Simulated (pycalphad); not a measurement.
Source of the numbers: pycalphad with the COST 507 light-alloy database (1999); pressure 1 atm. The database dates from 1999; later assessments differ in places, in temperatures and in the compounds included. Amounts are mole fractions of atoms.

Q: Give the equilibrium state of Mg-5.73Al-3.35Si (at.%) at 450 K.

A: 
```
T = 450.00 K, P = 101325 Pa, N = 1 mol of atoms
G = -17707 J/mol, H = 1690 J/mol, S = 43.11 J/(mol K)  (SER reference)
chemical potentials (J/mol): Mg -15629, Al -19848, Si -70437
phase             fraction      x(Mg)      x(Al)      x(Si)
HCP_A3              0.8040     0.9778     0.0222   1.15e-11
MG2SI               0.1005     0.6667       none     0.3333
ALMG_GAMMA          0.0955     0.5865     0.4135       none
```

Q: Give the equilibrium state of Mg-5.73Al-3.35Si (at.%) at 900 K.

A: liquid, fraction 0.939, with 6.1 Al, 1.4 Si at.%; MG2SI, fraction 0.061, with no Al, 33.3 Si at.%.

Database names, with the compositions (at.%) that they take in these runs: MG2SI: Mg 67 Si 33; ALMG_GAMMA: Mg 59 Al 41. HCP_A3 is hcp. An entry "none" or "no" means that the model of the phase leaves that element out.
